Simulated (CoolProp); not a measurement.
The fluid at 298.15 K and 0.109 MPa flows at 1.9 m/s in a round tube of 4.6 mm bore and 1.5 µm roughness, fully developed (64/Re and Nu = 3.66 if laminar; Colebrook and Gnielinski if turbulent). The same conditions are run with several fluids, on thermodynamics alone (safety and materials aside).

Values from CoolProp's reference Helmholtz-energy equation of state of each fluid (toluene: Lemmon 2006; n-heptane: Span 2003; water: Wagner 2002; n-octane: Beckmüller 2019; n-hexane: Thol 2019).

Question: Rank toluene, n-heptane, water, n-octane, n-hexane by Reynolds number, highest first.

Answer: n-hexane (19200), n-heptane (15200), toluene (13600), n-octane (11900), water (9790)

```tsv
fluid	Darcy friction factor	pressure drop (Pa/m)	heat-transfer coefficient (W/(m² K))	mass flow (kg/h)
toluene	0.0291	9830	3040	98.0
n-heptane	0.0283	7550	3140	77.3
water	0.0316	12300	9750	113
n-octane	0.0300	8230	2810	79.4
n-hexane	0.0268	6890	3460	74.4
```

Transport values come from each fluid's own correlations.
